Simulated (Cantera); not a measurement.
Cantera with NASA thermochemical tables; ideal gases at 1 bar, condensed phases pure. Values are per mole of reaction as written; species without (g) are pure solids or liquids, kept so even where they would boil at 1 bar.

### Question
Between 300 and 1698 K, where is each reaction favourable under standard conditions?
- CS2(g) + 2 Ca → C + 2 CaS

### Answer
- CS2(g) + 2 Ca → C + 2 CaS: ΔG° is -1002 kJ at 300 K and -713 kJ at 1698 K; it stays negative (K > 1). ΔH° is -1079 kJ and ΔS° -215 J/K at 1698 K.
